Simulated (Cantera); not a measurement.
An isothermal, constant-pressure homogeneous reactor starts with N2O : H2O = 1 : 0.19 (molar parts), at 1150 K and 0.0227 atm.

Model: GRI-Mech 3.0 (53 species, 325 reactions), integrated in Cantera. GRI-Mech 3.0 was tuned for natural gas; its chemistry of N2O as a main component is partial and can be far from experiment. Radical loss at walls, strong at low pressure, is not modelled. The mechanism lacks the step 2 NO + O2 → 2 NO2, which can matter for NO2 below about 1400 K. The temperature is held fixed by assumption; the heat of reaction is taken as removed at once.

x: mole fraction; the columns are a selection and need not sum to one.

```json
[
 {"t (s)": "2.00e-6", "x N2O": "0.840", "x H2O": "0.160", "x NO": "3.73e-12", "x O2": "1.99e-11", "x NO2": "<1e-12", "x H": "<1e-12", "x H2": "<1e-12"},
 {"t (s)": "1.29e-5", "x N2O": "0.840", "x H2O": "0.160", "x NO": "1.53e-10", "x O2": "8.18e-10", "x NO2": "<1e-12", "x H": "<1e-12", "x H2": "<1e-12"},
 {"t (s)": "8.32e-5", "x N2O": "0.840", "x H2O": "0.160", "x NO": "5.91e-9", "x O2": "3.16e-8", "x NO2": "<1e-12", "x H": "<1e-12", "x H2": "<1e-12"},
 {"t (s)": "0.000537", "x N2O": "0.840", "x H2O": "0.160", "x NO": "1.64e-7", "x O2": "8.75e-7", "x NO2": "<1e-12", "x H": "3.48e-11", "x H2": "2.88e-12"},
 {"t (s)": "0.00346", "x N2O": "0.840", "x H2O": "0.160", "x NO": "1.85e-6", "x O2": "9.89e-6", "x NO2": "1.94e-10", "x H": "5.50e-10", "x H2": "6.11e-10"},
 {"t (s)": "0.0223", "x N2O": "0.840", "x H2O": "0.160", "x NO": "1.27e-5", "x O2": "7.25e-5", "x NO2": "2.39e-7", "x H": "2.67e-9", "x H2": "2.69e-8"},
 {"t (s)": "0.144", "x N2O": "0.839", "x H2O": "0.160", "x NO": "(withheld)", "x O2": "(withheld)", "x NO2": "(withheld)", "x H": "(withheld)", "x H2": "2.11e-7"},
 {"t (s)": "0.930", "x N2O": "0.830", "x H2O": "0.159", "x NO": "0.000377", "x O2": "0.00340", "x NO2": "0.000161", "x H": "3.03e-9", "x H2": "2.17e-7"},
 {"t (s)": "6.00", "x N2O": "0.776", "x H2O": "0.156", "x NO": "0.00254", "x O2": "0.0211", "x NO2": "0.000538", "x H": "2.24e-9", "x H2": "9.83e-8"}
]
```

Fill in the missing entries.


- 0.144, x NO: 7.02e-5
- 0.144, x O2: 0.000522
- 0.144, x NO2: 1.47e-5
- 0.144, x H: 3.34e-9
